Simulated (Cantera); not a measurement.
Mixture: CO : H2 : CH4 : O2 : N2 : H2O = 1 : 0.35 : 0.38 : 1.59 : 6.54 : 2.8 (molar parts), at 1280 Torr, adiabatic and at constant pressure. Ignition delay is the time to a rise of 400 K.

Model: GRI-Mech 3.0 (53 species, 325 reactions), integrated in Cantera. Below about 1000 K GRI-Mech 3.0 lacks low-temperature oxidation paths. Below about 950 K walls govern HO2 and H2O2 in real vessels.

Predict: delay at 875 K; delay at 925 K; delay at 975 K; delay at 1025 K; delay at 1075 K; delay at 1125 K; apparent activation energy between 1025 and 1125 K.


| Property | Value |
|---|---|
| delay at 875 K | 0.727 s |
| delay at 925 K | 0.161 s |
| delay at 975 K | 41.1 ms |
| delay at 1025 K | 12.4 ms |
| delay at 1075 K | 4.73 ms |
| delay at 1125 K | 2.28 ms |
| apparent activation energy between 1025 and 1125 K | 160 kJ/mol |
